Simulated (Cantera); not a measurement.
**Diamond growth**

A diamond (100) surface in a fixed gas of H2 with x(CH4) = 0.018, x(H) = 0.016, at 948 K, 105 Torr; coverages are run to steady state.

Computed with Cantera and the Harris–Goodwin 1993 mechanism for the reconstructed diamond (100) surface.

```
x(CH3)   growth (µm/h)  θ c6HH  θ c6H*  θ c6*H   θ c6**    θ c6HM
-------  -------------  ------  ------  ------  -------  --------
1e-06           0.0578   0.645  0.0144   0.334  0.00667   4.27e-5
2.3e-06          0.133   0.645  0.0144   0.334  0.00667   9.82e-5
5.3e-06          0.306   0.645  0.0144   0.334  0.00667  0.000226
1.2e-05          0.693   0.645  0.0144   0.333  0.00667  0.000512
2.8e-05           1.62   0.644  0.0144   0.333  0.00666   0.00119
6.6e-05           3.80   0.643  0.0144   0.332  0.00664   0.00281
0.00015           8.59   0.640  0.0143   0.331  0.00660   0.00635
0.00035           19.8   0.633  0.0141   0.327  0.00651    0.0146
0.00081           44.6   0.618  0.0138   0.319  0.00630    0.0330
```
θ: site fractions in the mechanism's names (c6HH fully hydrogenated, c6H* and c6*H radical sites, c6** diradical, c6HM methylated).
